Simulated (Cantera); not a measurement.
Input (Python, Cantera):

```python
import numpy as np
import cantera as ct

gas = ct.Solution("gri30.yaml")
gas.TPX = 1825, 500000, {'CH4': 1, 'H2O': 1.6, 'H2': 0.17}
reactor = ct.IdealGasConstPressureReactor(gas, energy="off", clone=False)
net = ct.ReactorNet([reactor])
net.rtol, net.atol = 1e-08, 1e-18
show = ['CH4', 'H2O', 'H2', 'C2H6', 'C2H4', 'CH3']
times = np.geomspace(9e-05, 4, 12)

steps = ct.SolutionArray(gas, extra=["t"])
rows = []
print(f"{'t/s':>10s}{'T/K':>9s}{'P/Pa':>11s}" + "".join(f"{s:>11s}" for s in show))
for t in times:
    while net.time < t:
        t_next = net.step()
        steps.append(gas.state, t=t_next)
    rows.append([np.interp(t, steps.t, y) for y in (steps.T, steps.P, *steps(*show).X.T)])
    print(f"{t:10.3e}{rows[-1][0]:9.1f}{rows[-1][1]:11.4g}" + "".join(f"{x:11.3e}" for x in rows[-1][2:]))
rate = np.gradient(steps.T, steps.t)
print("integrator steps:", len(steps.t))
if steps.T.max() > steps.T[0] + 200:
    print(f"time of steepest temperature rise: {steps.t[rate.argmax()]:.4e} s")
gas.TPX = 1825, 500000, {'CH4': 1, 'H2O': 1.6, 'H2': 0.17}
gas.equilibrate("TP")
print(f"equilibrium (TP): T = {gas.T:.1f} K  " + "  ".join(f"{s} {gas[s].X[0]:.3e}" for s in show))
```

It prints:

```
       t/s      T/K       P/Pa        CH4        H2O         H2       C2H6       C2H4        CH3
 9.000e-05   1825.0      5e+05  2.999e-01  5.580e-01  1.159e-01  2.207e-03  1.176e-02  2.180e-03
 2.381e-04   1825.0      5e+05  2.350e-01  5.266e-01  1.889e-01  1.108e-03  9.531e-03  1.577e-03
 6.299e-04   1825.0      5e+05  1.582e-01  4.869e-01  2.772e-01  4.273e-04  4.988e-03  1.002e-03
 1.667e-03   1825.0      5e+05  9.170e-02  4.465e-01  3.573e-01  1.327e-04  3.988e-03  5.671e-04
 4.409e-03   1825.0      5e+05  5.166e-02  4.019e-01  4.211e-01  4.239e-05  4.018e-03  3.161e-04
 1.167e-02   1825.0      5e+05  3.698e-02  3.427e-01  4.774e-01  2.165e-05  3.639e-03  2.171e-04
 3.086e-02   1825.0      5e+05  3.022e-02  2.678e-01  5.390e-01  1.341e-05  2.627e-03  1.657e-04
 8.165e-02   1825.0      5e+05  2.165e-02  1.956e-01  5.993e-01  6.457e-06  1.361e-03  1.118e-04
 2.160e-01   1825.0      5e+05  1.185e-02  1.454e-01  6.436e-01  1.860e-06  4.037e-04  5.886e-05
 5.715e-01   1825.0      5e+05  3.675e-03  1.225e-01  6.665e-01  1.751e-07  3.801e-05  1.792e-05
 1.512e+00   1825.0      5e+05  2.828e-04  1.172e-01  6.729e-01  1.028e-09  2.213e-07  1.373e-06
 4.000e+00   1825.0      5e+05  2.483e-06  1.169e-01  6.733e-01  8.820e-14  2.297e-11  1.207e-08
integrator steps: 2076
equilibrium (TP): T = 1825.0 K  CH4 2.300e-06  H2O 1.169e-01  H2 6.733e-01  C2H6 7.579e-14  C2H4 1.979e-11  CH3 1.118e-08
```

Computed with Cantera and GRI-Mech 3.0 (53 species, 325 reactions).
